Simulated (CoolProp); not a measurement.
Cyclopentane at several states: density (kg/m³) from the reference equation and from simpler models built on Tc = 238.6 °C, pc = 4.583 MPa, ω = 0.202; each cubic takes its own stable root.

Values from CoolProp's reference Helmholtz-energy equation of state, Gedanitz 2015.

```json
[
 {"T (°C)": "65.25", "p (MPa)": "0.496", "phase": "liquid", "reference": "699.3"},
 {"T (°C)": "-50.85", "p (MPa)": "0.141", "phase": "liquid", "reference": "811.5"},
 {"T (°C)": "-9.15", "p (MPa)": "12.9", "phase": "liquid", "reference": "782.4"},
 {"T (°C)": "274.55", "p (MPa)": "0.0429", "phase": "gas", "reference": "0.6625"},
 {"T (°C)": "157.75", "p (MPa)": "16.4", "phase": "liquid", "reference": "626.9"},
 {"T (°C)": "246.95", "p (MPa)": "19.7", "phase": "supercritical", "reference": "537.4"}
]
```

How far does each simpler model (van der Waals, Soave-Redlich-Kwong) lie from the reference over these 6 states: mean and median of the absolute difference, and the worst?


- van der Waals: mean 37.5 %, median 32.5 %, worst -98.1 % at 65.25 °C and 0.496 MPa
- Soave-Redlich-Kwong: mean 3.8 %, median 4.3 %, worst -5.6 % at 246.95 °C and 19.7 MPa

At some of these states van der Waals gives the other phase, because its saturation line lies elsewhere.
